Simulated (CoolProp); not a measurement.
Vapour-liquid equilibrium of methanol (1) + benzene (2) at 473.7 K; x and y are mole fractions of (1).

Computed with CoolProp (multi-fluid Helmholtz-energy mixture model, de Reuck 1993 and Thol 2012; pair parameters Bell 2016).

Problem. Give the bubble pressure and the first vapour's composition at x = 0.05, 0.35, 0.95. Is there an azeotrope?

Solution. x = 0.05: 18.12 bar, y = 0.184; x = 0.35: 30.41 bar, y = 0.546; x = 0.95: 40.32 bar, y = 0.955. No azeotrope shows between x = 0.05 and 0.95.

Pair parameters are fitted to limited data, so mixtures are less certain than the pure fluids.
